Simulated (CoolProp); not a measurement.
Vapour-liquid equilibrium of acetone (1) + n-decane (2) at 0.203 MPa; x and y are mole fractions of (1).

Model: multi-fluid Helmholtz-energy mixture model, Lemmon 2006 and Lemmon 2006; pair parameters Bell 2016, in CoolProp.

Give the bubble temperature and the first vapour's composition at x = 0.05, 0.35, 0.425. Is there an azeotrope?

x = 0.05: 174.1 °C, y = 0.500; x = 0.35: 99.1 °C, y = 0.963; x = 0.425: 94.4 °C, y = 0.971. No azeotrope shows between x = 0.05 and 0.95.

Pair parameters are fitted to limited data, so mixtures are less certain than the pure fluids. With so large a gap from Raoult's law the liquid may split in two, which this calculation doesn't test in full.
